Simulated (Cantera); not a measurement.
An isothermal, constant-pressure homogeneous reactor starts with H2 : O2 : N2 = 0.4 : 1 : 1.8 (molar parts), at 1425 K and 2.40 Torr.

Computed with Cantera and GRI-Mech 3.0 (53 species, 325 reactions). Radical loss at walls, strong at low pressure, is not modelled. The temperature is held fixed by assumption; the heat of reaction is taken as removed at once.

One state of this run: x H2 = 0.00808; x O2 = 0.240; x O = 0.0441; x N2O = 7.18e-10; x HO2 = 3.61e-7; x H2O = 0.0926. x: mole fraction; the columns are a selection and need not sum to one.

Problem. Which value of t (s) does it belong to?
A) 0.412
B) 0.000230
C) 0.0779
D) 0.000100

Solution. C, 0.0779
